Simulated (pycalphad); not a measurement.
# Freezing of Al-Si-Fe alloys with rising Si

Source of the numbers: pycalphad with the COST 507 light-alloy database (1999); pressure 1 atm. The database dates from 1999; later assessments differ in places, in temperatures and in the compounds included. Phase fractions are per mole of atoms.

Scheil-Gulliver runs (no diffusion in the solid, steps of 4 K) beside full equilibrium.

```
alloy                      liquidus (K)  Scheil, half solid (K)  Scheil, 80 % solid (K)  Scheil, invariant end (K)  liquid left at that end  equilibrium solidus (K)
-------------------------  ------------  ----------------------  ----------------------  -------------------------  -----------------------  -----------------------
Al-10.07Si-6.012Fe (wt.%)          1000    at the invariant end    at the invariant end                        849                     0.62                      849
Al-13.42Si-6.004Fe (wt.%)           [?]    at the invariant end    at the invariant end                        849                      [?]                      849
Al-20.08Si-5.988Fe (wt.%)          1016    at the invariant end    at the invariant end                        849                     0.76                      849
Al-26.7Si-5.972Fe (wt.%)           1049    at the invariant end    at the invariant end                        849                     0.68                      849
```

Task: Fill in the missing entries.

Result: 
- Al-13.42Si-6.004Fe (wt.%), liquidus (K): 994
- Al-13.42Si-6.004Fe (wt.%), liquid left at that end: 0.81
